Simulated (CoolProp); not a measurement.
Vapour-liquid equilibrium of dimethyl ether (1) + R236FA (2) at 74.45 °C; x and y are mole fractions of (1).

The numbers come from the multi-fluid Helmholtz-energy mixture model, Wu 2011 and Pan 2012; pair parameters Bell 2016 in CoolProp.

```csv
x,bubble pressure (kPa),y at the bubble point,dew pressure at overall composition x (kPa),liquid density (mol/L)
0.05,1097,?,1097,?
0.125,1106,0.135,1104,8.148
0.2,1121,0.223,?,8.459
0.275,1143,0.314,1133,?
0.35,?,0.409,1155,9.114
0.425,1220,0.503,1183,9.457
0.5,1277,0.595,1218,9.810
0.575,1348,0.682,1263,10.17
0.65,1433,0.761,1319,10.54
0.725,1532,0.830,1391,10.92
0.8,1645,0.890,1486,11.31
0.875,1768,0.939,1614,11.70
0.95,1898,0.978,1801,12.09
```

### Question
Complete the blanks.

### Answer

- 0.05, y at the bubble point: 0.052
- 0.05, liquid density (mol/L): 7.846
- 0.2, dew pressure at overall composition x (kPa): 1116
- 0.275, liquid density (mol/L): 8.782
- 0.35, bubble pressure (kPa): 1176

No azeotrope shows between x = 0.05 and 0.95.

The pair parameters rest on a limited set of measurements; away from them the model extrapolates.
